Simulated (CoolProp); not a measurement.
Vapour-liquid equilibrium of acetone (1) + n-nonane (2) at 103.75 °C; x and y are mole fractions of (1).

Model: multi-fluid Helmholtz-energy mixture model, Lemmon 2006 and Lemmon 2006; pair parameters Bell 2016, in CoolProp.

### Question
Give the bubble pressure and the first vapour's composition at x = 0.2, 0.275, 0.35. Is there an azeotrope?

### Answer
x = 0.2: 1.879 bar, y = 0.880; x = 0.275: 2.232 bar, y = 0.903; x = 0.35: 2.495 bar, y = 0.916. No azeotrope shows between x = 0.05 and 0.95.

Pair parameters are fitted to limited data, so mixtures are less certain than the pure fluids. With so large a gap from Raoult's law the liquid may split in two, which this calculation doesn't test in full.
